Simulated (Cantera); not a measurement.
Feed: 1 mol Fe₃O₄, 0.89 mol C, 17 mol H₂, equilibrated at 50.0 Pa.

Cantera equilibrium calculation (NASA polynomials, part measured and part estimated; ideal gas, pure solids and liquids). Candidate condensed phases: C, C₆H₆, C₇H₈, C₈H₁₈, Fe, Fe(CO)₅, FeO, Fe(OH)₂, Fe(OH)₃, Fe₂O₃, Fe₃O₄, H₂O; 114 gas species. Equilibrium is a limit: real reactors are often held back by kinetics, nucleation or transport.

log p: log10 of the partial pressure in bar; n: condensed amount in mol.

| T (K) | log p H₂ | log p H₂O | log p Fe | log p CO | log p H | log p CO₂ | n Fe(γ) | n Fe(δ) |
|---|---|---|---|---|---|---|---|---|
| 1298 | -3.41 | -4.07 | -8.99 | -4.65 | -7.67 | -5.57 | 3.00 | 0 |
| 1348 | -3.41 | -4.07 | -8.39 | -4.65 | -7.34 | -5.61 | 3.00 | 0 |
| 1398 | -3.41 | -4.07 | -7.84 | -4.65 | -7.03 | -5.64 | 3.00 | 0 |
| 1448 | -3.41 | -4.07 | -7.32 | -4.64 | -6.74 | -5.68 | 3.00 | 0 |
| 1498 | -3.41 | -4.07 | ? | -4.64 | ? | -5.71 | 2.99 | 0 |
| 1548 | -3.41 | -4.07 | ? | -4.64 | ? | -5.74 | 2.99 | 0 |
| 1598 | -3.41 | -4.07 | -5.98 | -4.64 | -5.98 | -5.77 | 2.96 | 0 |
| 1648 | -3.41 | -4.07 | -5.58 | -4.64 | -5.76 | -5.80 | 2.91 | 0 |
| 1698 | -3.42 | -4.08 | -5.22 | -4.64 | -5.55 | -5.83 | 0 | 2.78 |
| 1748 | -3.43 | -4.08 | -4.87 | -4.64 | -5.35 | -5.86 | 0 | 2.50 |
| 1798 | -3.44 | -4.10 | -4.54 | -4.66 | -5.17 | -5.89 | 0 | 1.90 |

Question: Fill in the missing entries.

Answer: 
- 1498, log p Fe: -6.84
- 1498, log p H: -6.47
- 1548, log p Fe: -6.39
- 1548, log p H: -6.22
